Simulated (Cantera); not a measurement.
Cantera run:

```python
import numpy as np
import cantera as ct

gas_names = [...]  # 136 gases of nasa_gas.yaml made of C, H, N, O
cond_names = """
    C(gr) C6H6(L) C7H8(L) C8H18(L),n-octa H2O(s) H2O(L)
""".split()


# ... load() reads the species with a 1 bar reference pressure and builds the phases ...
atoms = {
    'CO': {'C': 1, 'O': 1},
    'NH3': {'N': 1, 'H': 3},
    'N2': {'N': 2},
}
top_T = {'C(gr)': 4500}  # K; cautious upper limits of use, not melting points


# ... equilibrate(T, P, feed) seeds the gas with the atoms and calls Mixture.equilibrate('TP', solver="vcs", rtol=1e-11, max_steps=5000) ...
results = []
feed = {'CO': 1, 'NH3': 0.034, 'N2': 2}  # mol
T = 1950  # K
P = 310000  # Pa
mix = equilibrate(T, P, feed)
results.append((T, P, feed, dict(zip(mix.species_names, mix.species_moles))))
print(gas.report(threshold=0.001))
for i in range(1, mix.n_phases):
    print(f"{mix.phase(i).name:16s} {mix.phase_moles(i):12.5e} mol")
```

Output:

```
       temperature   1950 K
          pressure   3.1e+05 Pa
           density   0.52739 kg/m^3
  mean mol. weight   27.583 kg/kmol
   phase of matter   gas

                          1 kg             1 kmol
                     ---------------   ---------------
          enthalpy        6.6794e+05        1.8424e+07  J
   internal energy             80148        2.2107e+06  J
           entropy            9018.6        2.4876e+05  J/K
    Gibbs function       -1.6918e+07       -4.6666e+08  J
 heat capacity c_p            1304.5             35981  J/K
 heat capacity c_v              1003             27666  J/K

                      mass frac. Y      mole frac. X     chem. pot. / RT
                     ---------------   ---------------   ---------------
                CO           0.33078           0.32573           -34.424
                H2         0.0012054          0.016493           -22.374
                N2            0.6677           0.65742           -26.144
     [ +133 minor]           0.00032        0.00034739

C(gr)             0.00000e+00 mol
```

These are equilibrium values from Cantera (NASA tables, ideal gas, pure condensed phases), not measurements of a reactor.
